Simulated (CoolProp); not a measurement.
Saturated liquid density (kg/m³) of n-dodecane: the reference equation beside estimates from Tc = 658.1 K, pc = 1.818 MPa, ω = 0.574. Rackett uses Z = 0.29056 − 0.08775 ω.

Model: reference Helmholtz-energy equation of state, Lemmon 2004, in CoolProp. It is a short technical equation, of lower accuracy than the large ones.

| T (K) | reference | Rackett | van der Waals | Soave-Redlich-Kwong | Peng-Robinson |
|---|---|---|---|---|---|
| 407.8 | 663.2 | 695.2 | 344.0 | 543.2 | 612.0 |
| 417.2 | 655.8 | (withheld) | 340.5 | 537.9 | 606.3 |
| 426.5 | 648.3 | 678.9 | 336.9 | 532.5 | 600.5 |
| 435.9 | 640.6 | 670.5 | (withheld) | 526.8 | 594.4 |
| 445.2 | 632.9 | 662.0 | 329.4 | 520.9 | 588.0 |
| 454.5 | 625.1 | 653.4 | 325.6 | 514.7 | 581.3 |
| 463.9 | 617.0 | 644.5 | 321.6 | 508.2 | 574.3 |
| 473.2 | 608.8 | 635.6 | 317.5 | 501.5 | (withheld) |
| 482.6 | 600.3 | 626.3 | 313.3 | 494.4 | 559.2 |
| 491.9 | 591.7 | 616.9 | 308.9 | 487.0 | 551.1 |
| 501.3 | 582.8 | 607.2 | 304.4 | 479.2 | 542.5 |
| 510.6 | 573.7 | 597.3 | 299.8 | 471.0 | 533.5 |

Q: What belongs in the gaps?

A: 
- 417.2, Rackett: 687.1
- 435.9, van der Waals: 333.2
- 473.2, Peng-Robinson: 567.0

Absolute difference from the reference over all 12 rows, mean and median: Rackett 4.5 and 4.5 %, van der Waals 47.9 and 47.9 %, Soave-Redlich-Kwong 17.8 and 17.7 %, Peng-Robinson 7.1 and 7.0 %.
